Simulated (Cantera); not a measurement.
A closed system holds: 1 mol CaCO3, 0.56 mol CO2, 0.97 mol H2, equilibrated at 923.15 K and 900 Torr.

Method: chemical equilibrium by Gibbs-energy minimisation in Cantera with the NASA 1993 tables (ideal gas, pure condensed phases). Rates play no part.

```tsv
species	before	after
CO2	0.190	0.877
H2O	0.219	0.0574
CO	0.169	0.0574
H2	0.397	0.00767
CH4	0.0249	2.33e-7
CaCO3(calcite), mol	1.00	1.00
```
Gas species are given as mole fractions.

Task: Name the change that produced these shifts.
A. pressure from 900 Torr to 39.8 Torr
B. H2 from 0.97 to 0.039 mol
C. CO2 from 0.56 to 0.24 mol
D. temperature from 923.15 K to 2150 K

Result: B, H2 from 0.97 to 0.039 mol
